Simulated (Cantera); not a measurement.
Cantera run:

```python
import numpy as np
import cantera as ct

gas_names = [...]  # 110 gases of nasa_gas.yaml made of C, H, O
cond_names = """
    C(gr) C6H6(L) C7H8(L) C8H18(L),n-octa H2O(s) H2O(L)
""".split()


# ... load() reads the species with a 1 bar reference pressure and builds the phases ...
atoms = {
    'acetone': {'C': 3, 'H': 6, 'O': 1},
    'H2O': {'H': 2, 'O': 1},
    'H2': {'H': 2},
}
top_T = {'C(gr)': 4500}  # K; cautious upper limits of use, not melting points


# ... equilibrate(T, P, feed) seeds the gas with the atoms and calls Mixture.equilibrate('TP', solver="vcs", rtol=1e-11, max_steps=5000) ...
results = []
feed = {'acetone': 1, 'H2O': 0.061, 'H2': 78}  # mol
T = 1273  # K
P = 101325  # Pa
mix = equilibrate(T, P, feed)
results.append((T, P, feed, dict(zip(mix.species_names, mix.species_moles))))
print(gas.report(threshold=1e-06))
for i in range(1, mix.n_phases):
    print(f"{mix.phase(i).name:16s} {mix.phase_moles(i):12.5e} mol")
```

Output:

```
       temperature   1273 K
          pressure   1.0132e+05 Pa
           density   0.023752 kg/m^3
  mean mol. weight   2.4811 kg/kmol
   phase of matter   gas

                          1 kg             1 kmol
                     ---------------   ---------------
          enthalpy        1.0988e+07        2.7262e+07  J
   internal energy        6.7216e+06        1.6677e+07  J
           entropy             71065        1.7632e+05  J/K
    Gibbs function       -7.9478e+07        -1.972e+08  J
 heat capacity c_p             12867             31925  J/K
 heat capacity c_v            9515.8             23610  J/K

                      mass frac. Y      mole frac. X     chem. pot. / RT
                     ---------------   ---------------   ---------------
               CH4          0.058849         0.0091013           -38.193
                CO           0.14546          0.012885            -41.05
               CO2        2.1445e-05         1.209e-06           -80.202
              C2H4        1.6898e-05        1.4944e-06           -40.091
                H2           0.79454           0.97786           -18.147
               H2O         0.0011027        0.00015187           -57.299
     [ +104 minor]        6.1676e-06         1.298e-06

C(gr)             1.21056e+00 mol
```

Method: chemical equilibrium by Gibbs-energy minimisation in Cantera with the NASA 1993 tables (ideal gas, pure condensed phases). The feed counts by its element totals alone.
